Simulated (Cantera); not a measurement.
Cantera run:

```python
import numpy as np
import cantera as ct

gas_names = """
    Fe FeO Fe(OH)2 H HO2 H2 H2O H2O2 H2S H2SO4 O OH O2 O3 S SH SO SO2 SO3 S2 S2O S8
""".split()
cond_names = """
    Fe(a) Fe(c) Fe(d) Fe(L) FeO(s) FeO(L) Fe(OH)2(s) Fe(OH)3(s) FeS(a) FeS(b) FeS(c) FeS(L) FeSO4(s)
    FeS2(s) Fe2O3(s) Fe2S3O12(s) Fe3O4(s) H2O(s) H2O(L) H2SO4(L) S(cr1) S(cr2) S(L)
""".split()


# ... load() reads the species with a 1 bar reference pressure and builds the phases ...
atoms = {
    'FeS': {'Fe': 1, 'S': 1},
    'H2': {'H': 2},
    'H2O': {'H': 2, 'O': 1},
}
top_T = {'FeSO4(s)': 950, 'FeS2(s)': 1010, 'Fe2O3(s)': 1830, 'Fe2S3O12(s)': 1100, 'Fe3O4(s)': 1870}  # K; cautious upper limits of use, not melting points


# ... equilibrate(T, P, feed) seeds the gas with the atoms and calls Mixture.equilibrate('TP', solver="vcs", rtol=1e-11, max_steps=5000) ...
results = []
feed = {'FeS': 1, 'H2': 94, 'H2O': 0.045}  # mol
P = 10000  # Pa
for T in [1375, 1425, 1475, 1525, 1575, 1625, 1675, 1725, 1775, 1825, 1875, 1925, 1975]:
    mix = equilibrate(T, P, feed)
    results.append((T, P, feed, dict(zip(mix.species_names, mix.species_moles))))
    x = sorted(zip(gas.X, gas.species_names), reverse=True)
    print(f"T = {T:g} K  P = {P:g} Pa  gas = {mix.phase_moles(0):.4g} mol")
    print("   x: " + "  ".join(f"{s} {v:.3e}" for v, s in x if v > 0.0001))
    print("   condensed (mol): " + ("  ".join(f"{mix.phase(i).name} {mix.phase_moles(i):.4g}"
          for i in range(1, mix.n_phases) if mix.phase_moles(i) > 1e-12) or "none"))
```

Output:

```
T = 1375 K  P = 10000 Pa  gas = 94.05 mol
   x: H2 9.896e-01  H2S 9.808e-03  H2O 4.785e-04
   condensed (mol): Fe(c) 0.9301  FeS(c) 0.06986
T = 1425 K  P = 10000 Pa  gas = 94.05 mol
   x: H2 9.889e-01  H2S 1.048e-02  H2O 4.785e-04
   condensed (mol): Fe(c) 1
T = 1475 K  P = 10000 Pa  gas = 94.06 mol
   x: H2 9.889e-01  H2S 1.038e-02  H2O 4.784e-04  SH 1.177e-04
   condensed (mol): Fe(c) 0.9999
T = 1525 K  P = 10000 Pa  gas = 94.07 mol
   x: H2 9.889e-01  H2S 1.024e-02  H2O 4.784e-04  SH 1.804e-04  S2 1.031e-04
   condensed (mol): Fe(c) 0.9998
T = 1575 K  P = 10000 Pa  gas = 94.08 mol
   x: H2 9.889e-01  H2S 1.005e-02  H2O 4.783e-04  SH 2.673e-04  S2 1.562e-04  H 1.307e-04
   condensed (mol): Fe(c) 0.9994
T = 1625 K  P = 10000 Pa  gas = 94.1 mol
   x: H2 9.889e-01  H2S 9.783e-03  H2O 4.782e-04  SH 3.834e-04  S2 2.269e-04  H 2.219e-04
   condensed (mol): Fe(c) 0.9984
T = 1675 K  P = 10000 Pa  gas = 94.12 mol
   x: H2 9.888e-01  H2S 9.446e-03  SH 5.328e-04  H2O 4.780e-04  H 3.651e-04  S2 3.158e-04
   condensed (mol): Fe(d) 0.9961
T = 1725 K  P = 10000 Pa  gas = 94.16 mol
   x: H2 9.886e-01  H2S 9.034e-03  SH 7.181e-04  H 5.840e-04  H2O 4.778e-04  S2 4.214e-04
   condensed (mol): Fe(d) 0.9911
T = 1775 K  P = 10000 Pa  gas = 94.21 mol
   x: H2 9.883e-01  H2S 8.552e-03  SH 9.395e-04  H 9.099e-04  S2 5.395e-04  H2O 4.775e-04  Fe 2.038e-04
   condensed (mol): Fe(d) 0.9808
T = 1825 K  P = 10000 Pa  gas = 94.28 mol
   x: H2 9.878e-01  H2S 8.011e-03  H 1.384e-03  SH 1.195e-03  S2 6.635e-04  H2O 4.770e-04  Fe 4.183e-04
   condensed (mol): Fe(L) 0.9606
T = 1875 K  P = 10000 Pa  gas = 94.37 mol
   x: H2 9.868e-01  H2S 7.427e-03  H 2.059e-03  SH 1.480e-03  Fe 8.113e-04  S2 7.857e-04  H2O 4.764e-04  S 1.178e-04
   condensed (mol): Fe(L) 0.9234
T = 1925 K  P = 10000 Pa  gas = 94.52 mol
   x: H2 9.853e-01  H2S 6.815e-03  H 3.001e-03  SH 1.788e-03  Fe 1.517e-03  S2 8.976e-04  H2O 4.754e-04  S 1.809e-04
   condensed (mol): Fe(L) 0.8566
T = 1975 K  P = 10000 Pa  gas = 94.73 mol
   x: H2 9.829e-01  H2S 6.193e-03  H 4.290e-03  Fe 2.744e-03  SH 2.110e-03  S2 9.920e-04  H2O 4.741e-04  S 2.684e-04
   condensed (mol): Fe(L) 0.7401
```

Method: chemical equilibrium by Gibbs-energy minimisation in Cantera with the NASA 1993 tables (ideal gas, pure condensed phases). Metal and sulfide melt together well below either melting point, which pure phases cannot show. Mutual solubility and eutectic melting of coexisting phases are not modelled. FeS: taken at fixed stoichiometry.
